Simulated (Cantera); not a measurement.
Cantera run, input and output.

```python
import numpy as np
import cantera as ct

gas = ct.Solution("gri30.yaml")
gas.TPX = 1325, 510, {'N2O': 1, 'H2O': 0.13}
reactor = ct.IdealGasConstPressureReactor(gas, energy="off", clone=False)
net = ct.ReactorNet([reactor])
net.rtol, net.atol = 1e-08, 1e-18
show = ['N2O', 'H2O', 'H2', 'N2', 'O', 'NO']
times = np.geomspace(6e-05, 9, 10)

steps = ct.SolutionArray(gas, extra=["t"])
rows = []
print(f"{'t/s':>10s}{'T/K':>9s}{'P/Pa':>11s}" + "".join(f"{s:>11s}" for s in show))
for t in times:
    while net.time < t:
        t_next = net.step()
        steps.append(gas.state, t=t_next)
    rows.append([np.interp(t, steps.t, y) for y in (steps.T, steps.P, *steps(*show).X.T)])
    print(f"{t:10.3e}{rows[-1][0]:9.1f}{rows[-1][1]:11.4g}" + "".join(f"{x:11.3e}" for x in rows[-1][2:]))
rate = np.gradient(steps.T, steps.t)
print("integrator steps:", len(steps.t))
if steps.T.max() > steps.T[0] + 200:
    print(f"time of steepest temperature rise: {steps.t[rate.argmax()]:.4e} s")
gas.TPX = 1325, 510, {'N2O': 1, 'H2O': 0.13}
gas.equilibrate("TP")
print(f"equilibrium (TP): T = {gas.T:.1f} K  " + "  ".join(f"{s} {gas[s].X[0]:.3e}" for s in show))
```

Result:

```
       t/s      T/K       P/Pa        N2O        H2O         H2         N2          O         NO
 6.000e-05   1325.0        510  8.850e-01  1.150e-01  3.061e-16  1.152e-06  1.078e-06  1.185e-08
 2.256e-04   1325.0        510  8.849e-01  1.150e-01  1.471e-13  4.623e-06  3.641e-06  1.558e-07
 8.480e-04   1325.0        510  8.849e-01  1.150e-01  3.812e-11  2.037e-05  9.502e-06  1.722e-06
 3.188e-03   1325.0        510  8.848e-01  1.150e-01  3.434e-09  9.263e-05  1.381e-05  1.240e-05
 1.198e-02   1325.0        510  8.843e-01  1.150e-01  9.751e-08  3.832e-04  1.394e-05  5.661e-05
 4.506e-02   1325.0        510  8.826e-01  1.149e-01  8.571e-07  1.531e-03  1.410e-05  2.176e-04
 1.694e-01   1325.0        510  8.758e-01  1.146e-01  1.829e-06  5.913e-03  1.410e-05  7.799e-04
 6.368e-01   1325.0        510  8.511e-01  1.136e-01  1.250e-06  2.200e-02  1.366e-05  2.782e-03
 2.394e+00   1325.0        510  7.670e-01  1.103e-01  8.169e-07  7.669e-02  1.288e-05  9.866e-03
 9.000e+00   1325.0        510  5.360e-01  1.011e-01  7.430e-07  2.270e-01  1.207e-05  2.960e-02
integrator steps: 990
equilibrium (TP): T = 1325.0 K  N2O 2.054e-09  H2O 7.973e-02  H2 2.723e-07  N2 6.132e-01  O 2.149e-06  NO 4.975e-04
```

Detailed kinetics in Cantera: GRI-Mech 3.0 (53 species, 325 reactions). GRI-Mech 3.0 was tuned for natural gas; its chemistry of N2O as a main component is partial and can be far from experiment. Radical loss at walls, strong at low pressure, is not modelled. The mechanism lacks the step 2 NO + O2 → 2 NO2, which can matter for NO2 below about 1400 K. The temperature is held fixed by assumption; the heat of reaction is taken as removed at once.
